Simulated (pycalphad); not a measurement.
# Effect of Si content in Mg-Si-Al

Computed with pycalphad from the COST 507 light-alloy database (1999), at 1 atm. These are 1990s assessments: newer ones move some temperatures and phases. Phase fractions are per mole of atoms. Diffusion is slow at the low end, where real alloys seldom reach equilibrium.

| alloy | liquidus (°C) | first solid | solidus (°C) | phases at 217 °C |
|---|---|---|---|---|
| Mg-3.03Si-0.61Al (at.%) | 724 | MG2SI | 626 | HCP_A3 0.91, MG2SI 0.09 |
| Mg-9.1Si-0.61Al (at.%) | ? | MG2SI | ? | ? |
| Mg-12.13Si-0.61Al (at.%) | 922 | MG2SI | 621 | HCP_A3 0.64, MG2SI 0.36 |

Complete the blanks.


- Mg-9.1Si-0.61Al (at.%), liquidus (°C): 873
- Mg-9.1Si-0.61Al (at.%), solidus (°C): 623
- Mg-9.1Si-0.61Al (at.%), phases at 217 °C: HCP_A3 0.73, MG2SI 0.27

Database names, with the compositions (at.%) that they take in these runs: MG2SI: Mg 67 Si 33. HCP_A3 is hcp.
